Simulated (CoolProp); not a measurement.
Vapour-liquid equilibrium of propane (1) + n-pentane (2) at 226.5 K; x and y are mole fractions of (1).

Model: multi-fluid Helmholtz-energy mixture model, Lemmon 2009 and Thol 2019; pair parameters Kunz 2012, in CoolProp.

Question: Give the bubble pressure and the first vapour's composition at x = 0.2, 0.425, 0.5. Is there an azeotrope?

Answer: x = 0.2: 0.2242 bar, y = 0.936; x = 0.425: 0.4041 bar, y = 0.972; x = 0.5: 0.4589 bar, y = 0.978. No azeotrope shows between x = 0.05 and 0.95.

The pair parameters rest on a limited set of measurements; away from them the model extrapolates.
